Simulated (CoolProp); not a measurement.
A Linde-Hampson liquefier for carbon monoxide: isothermal reversible compression at 280 K from 1 atm to 15 MPa, throttling to 1 atm, return gas leaving the recuperator 5 K below the feed. Each further row changes one setting.

Model: reference Helmholtz-energy equation of state, Lemmon 2006, in CoolProp. It is a short technical equation, of lower accuracy than the large ones.

```json
[
 {"case": "as stated", "liquid yield per pass": "0.075", "compression work (kJ/kg of gas)": "412"},
 {"case": "high pressure 30 MPa", "liquid yield per pass": "?", "compression work (kJ/kg of gas)": "?"},
 {"case": "warm-end temperature 310 K", "liquid yield per pass": "?", "compression work (kJ/kg of gas)": "459"},
 {"case": "warm-end gap 10 K", "liquid yield per pass": "0.063", "compression work (kJ/kg of gas)": "412"}
]
```

Question: Complete the blanks.

Answer: 
- high pressure 30 MPa, liquid yield per pass: 0.113
- high pressure 30 MPa, compression work (kJ/kg of gas): 472
- warm-end temperature 310 K, liquid yield per pass: 0.053
